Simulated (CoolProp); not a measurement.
Vapour-liquid equilibrium of R22 (1) + c-C4F8 (RC318) (2) at 324.7 K; x and y are mole fractions of (1).

The numbers come from the multi-fluid Helmholtz-energy mixture model, Kamei 1995 and Platzer 1990; pair parameters Bell 2016 in CoolProp. This equation is an older, rougher fit; its heat capacities, sound speeds and derivatives of the liquid may be far off and weren't checked against measurements.

Question: Give the bubble pressure and the first vapour's composition at x = 0.275, 0.725, 0.8. Is there an azeotrope?

Answer: x = 0.275: 1076 kPa, y = 0.517; x = 0.725: 1796 kPa, y = 0.844; x = 0.8: 1870 kPa, y = 0.877. No azeotrope shows between x = 0.05 and 0.95.

The pair parameters rest on a limited set of measurements; away from them the model extrapolates. The gap from Raoult's law changes sign with composition, which may be real or a fault of the pair parameters; it wasn't checked against measurements.
